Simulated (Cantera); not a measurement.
Input: 1 mol CuO, 1 mol C, 0.67 mol H2, equilibrated at 1875 K and 720 Torr.

Cantera equilibrium calculation (NASA polynomials, part measured and part estimated; ideal gas, pure solids and liquids). Candidate condensed phases: C, C6H6, C7H8, C8H18, Cu, CuO, Cu(OH)2, Cu2O, H2O; 113 gas species. Kinetics and transport are ignored.

Base state: CO 0.598, H2 0.400, Cu 0.00130, H 0.000423, H2O 8.77e-5, CH4 4.87e-5, C2H2 (acetylene) 3.47e-5, CO2 3.18e-5 (mole fractions); condensed: Cu(l).

Question: What changes in the equilibrium state with this change: CuO replaced by PbO?

Answer: 
```json
[
 {"species": "CO", "before": "0.598", "after": "0.375"},
 {"species": "Pb", "before": "0", "after": "0.373"},
 {"species": "H2", "before": "0.400", "after": "0.251"},
 {"species": "Cu", "before": "0.00130", "after": "0"},
 {"species": "Pb2", "before": "0", "after": "0.000840"},
 {"species": "CH4", "before": "4.87e-5", "after": "1.71e-5"},
 {"species": "H2O", "before": "8.77e-5", "after": "3.85e-5"},
 {"species": "CO2", "before": "3.18e-5", "after": "1.40e-5"},
 {"species": "C2H2 (acetylene)", "before": "3.47e-5", "after": "1.74e-5"},
 {"species": "Cu(l), mol", "before": "0.998", "after": "0"}
]
```
Further candidate phases: Pb, PbO, PbO2, Pb3O4.

Question: What changes in the equilibrium state with this change: CuO replaced by Fe3O4?

Answer: 
| species | before | after |
|---|---|---|
| CO | 0.598 | 0.538 |
| H2 | 0.400 | 0.275 |
| H2O | 8.77e-5 | 0.126 |
| CO2 | 3.18e-5 | 0.0602 |
| Fe | 0 | 8.45e-5 |
| Cu | 0.00130 | 0 |
| C2H2 (acetylene) | 3.47e-5 | <1e-9 |
| Fe(OH)2 | 0 | 2.73e-5 |
| Cu(l), mol | 0.998 | 0 |
| Fe(l), mol | 0 | 0.312 |
| FeO(l), mol | 0 | 2.69 |
Each liquid is taken as pure. Mutual solubility and eutectic melting of coexisting phases are not modelled. The tables' stoichiometric FeO is somewhat more stable than real wüstite, so its field is too wide. FeO: taken at fixed stoichiometry. Further candidate phases: Fe, Fe(CO)5, FeO, Fe(OH)2, Fe(OH)3, Fe2O3, Fe3O4.

Question: What changes in the equilibrium state with this change: pressure from 720 Torr to 100 Torr?

Answer: 
```
species      before    after
----------  -------  -------
CO            0.598    0.593
H2            0.400    0.397
Cu          0.00130  0.00933
CH4         4.87e-5  3.90e-6
Cu2         3.38e-6  2.44e-5
Cu(l), mol    0.998    0.984
```
